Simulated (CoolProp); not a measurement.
Model: reference Helmholtz-energy equation of state, Penoncello 2003, in CoolProp.

**Question.** For CHF3 (R23), give the phase and the cp (kJ/(kg K)), conductivity (mW/(m K)) at -4.35 °C and 0.217 MPa; 27.85 °C and 0.217 MPa.

**Answer.** 
- -4.35 °C and 0.217 MPa: gas; cp 0.714, conductivity 12.2
- 27.85 °C and 0.217 MPa: gas; cp 0.749, conductivity 13.9

Thermal conductivity comes from a separate model (Shan 2000).
